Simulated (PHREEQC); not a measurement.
PHREEQC input (Pitzer model, pitzer.dat):

```
SOLUTION 1
  temp 25
  units mol/kgw
  pH 7 charge
  Cl 0.649
  Li 0.31
  K 0.029
  B 0.0028
  Na 0.31
  S(6) 0.0052
  Mg 0.0052
END
USE solution 1
INCREMENTAL_REACTIONS false
REACTION 1
  H2O -1
  0 9.886 18.011 24.689 30.178 34.689 38.397 41.444
  43.949 46.007 moles
EQUILIBRIUM_PHASES 1
  Arcanite 0 0
  Bischofite 0 0
  Bloedite 0 0
  Brucite 0 0
  Carnallite 0 0
  Epsomite 0 0
  Glaserite 0 0
  Halite 0 0
  Hexahydrite 0 0
  Kainite 0 0
  Kieserite 0 0
  Leonite 0 0
  Mirabilite 0 0
  Misenite 0 0
  Schoenite 0 0
  Sylvite 0 0
  Thenardite 0 0
  Borax 0 0
  Boric_acid,s 0 0
  KB5O8:4H2O 0 0
  K2B4O7:4H2O 0 0
  NaBO2:4H2O 0 0
  NaB5O8:5H2O 0 0
  Teepleite 0 0
  MgCl2_4H2O 0 0
SELECTED_OUTPUT 1
  -reset false
  -pH true
  -pe true
  -ionic_strength true
  -water true
  -activities H2O
  -totals B Cl K Li Mg Na S
  -molalities H+ Li+ Na+ K+ Mg+2 Cl- SO4-2 B(OH)3 OH- HSO4-
    B(OH)4- B3O3(OH)4- B4O5(OH)4-2 MgB(OH)4+ MgOH+
  -equilibrium_phases Arcanite Bischofite Bloedite Brucite Carnallite Epsomite Glaserite Halite Hexahydrite Kainite
    Kieserite Leonite Mirabilite Misenite Schoenite Sylvite Thenardite Borax Boric_acid,s KB5O8:4H2O
    K2B4O7:4H2O NaBO2:4H2O NaB5O8:5H2O Teepleite MgCl2_4H2O
PRINT
  -reset false
END
```

Selected output (columns that matter, 10 of 10 rows; water left (kg) added in front):

```
water left (kg)	pH	mu	B	Cl	K	Li	Mg	Na	S	m_H+	m_Li+	m_Na+	m_K+	la_H2O
1	5.7482	0.6698	0.0028	0.649	0.029	0.31	0.0052	0.31	0.0052	2.0478e-06	0.31	0.31	0.029	-0.0097115
0.821894	5.6774	0.81495	0.0034068	0.78964	0.035284	0.37718	0.0063269	0.37718	0.0063269	2.3073e-06	0.37718	0.37718	0.035284	-0.011929
0.675514	5.6012	0.99154	0.004145	0.96075	0.04293	0.45891	0.0076978	0.45891	0.0076978	2.5958e-06	0.45891	0.45891	0.04293	-0.014698
0.555203	5.5184	1.2064	0.0050432	1.1689	0.052233	0.55835	0.0093659	0.55835	0.0093659	2.9132e-06	0.55835	0.55835	0.052233	-0.018176
0.456313	5.4279	1.4679	0.0061361	1.4223	0.063553	0.67936	0.011396	0.67936	0.011396	3.2568e-06	0.67936	0.67936	0.063553	-0.02258
0.375043	5.3281	1.7859	0.0074658	1.7305	0.077324	0.82657	0.013865	0.82657	0.013865	3.6193e-06	0.82657	0.82657	0.077324	-0.028209
0.30824	5.2175	2.173	0.0090838	2.1055	0.094083	1.0057	0.01687	1.0057	0.01687	3.9871e-06	1.0057	1.0057	0.094083	-0.035484
0.253345	5.0941	2.6438	0.011052	2.5617	0.11447	1.2236	0.020525	1.2236	0.020525	4.3349e-06	1.2236	1.2236	0.11447	-0.045
0.208215	4.956	3.2169	0.013448	3.117	0.13928	1.4888	0.024974	1.4888	0.024974	4.6214e-06	1.4888	1.4888	0.13928	-0.05763
0.171138	4.8018	3.9138	0.016361	3.7923	0.16945	1.8114	0.030385	1.8114	0.030385	4.7821e-06	1.8114	1.8114	0.16945	-0.074634
```
